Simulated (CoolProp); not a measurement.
Properties of CH2F2 (R32) along the isobar 1.01 bar.

Values from CoolProp's reference Helmholtz-energy equation of state, Tillner-Roth 1997.

| T (K) | phase | Z | fugacity coefficient |
|---|---|---|---|
| 298.3 | gas | 0.9877 | 0.9878 |
| 317.8 | gas | 0.9902 | 0.9903 |
| 337.3 | gas | 0.9921 | 0.9922 |
| 356.9 | gas | 0.9936 | 0.9936 |
| 376.4 | gas | 0.9947 | 0.9947 |
| 395.9 | gas | 0.9956 | 0.9956 |
| 415.5 | gas | 0.9963 | 0.9963 |
| 435 | gas | 0.9969 | 0.9969 |
